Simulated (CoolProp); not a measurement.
Model: reference Helmholtz-energy equation of state, Setzmann 1991, in CoolProp.

Task: Give the vapour pressure (bar), enthalpy of vaporisation (kJ/kg), vapour Z, liquid viscosity (µPa s) of saturated methane at -114.45 °C.

Result: 
```json
[
 {"T (°C)": "-114.45", "p (bar)": "15.1", "enthalpy of vaporisation (kJ/kg)": "378", "vapour Z": "0.765", "liquid viscosity (µPa s)": "49.2"}
]
```

Viscosity comes from a separate model (Quiñones-Cisneros 2006).
